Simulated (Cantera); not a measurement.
Feed: 1 mol CH3Cl, 0.3 mol HCl, 0.75 mol F2, held at 2798 K and 2.20e-5 bar.

Equilibrium computed with Cantera from the NASA thermochemical tables; the gas is ideal and each condensed phase is pure. Kinetics and transport are ignored.

| species | before | after |
|---|---|---|
| Cl | 0.204 | 0.640 |
| F | 0.171 | 0.213 |
| C | 0.0728 | 0.0706 |
| H | 0.456 | 0.0381 |
| HF | 0.0621 | 0.00647 |
| C3 | 0.0215 | 0.0195 |
| H2 | 0.000692 | 4.83e-6 |
| C2H | 0.000117 | 9.20e-6 |
| HCl | 0.000449 | 0.000118 |
| CF | 0.00313 | 0.00378 |
| C5 | 1.26e-5 | 1.08e-5 |
| C2 | 0.00843 | 0.00792 |
Gas species are given as mole fractions.

What was changed between the two runs?
A) temperature from 2798 K to 1500 K
B) temperature from 2798 K to 2425 K
C) pressure from 2.20e-5 bar to 0.150 bar
D) CH3Cl replaced by CCl4

D, CH3Cl replaced by CCl4
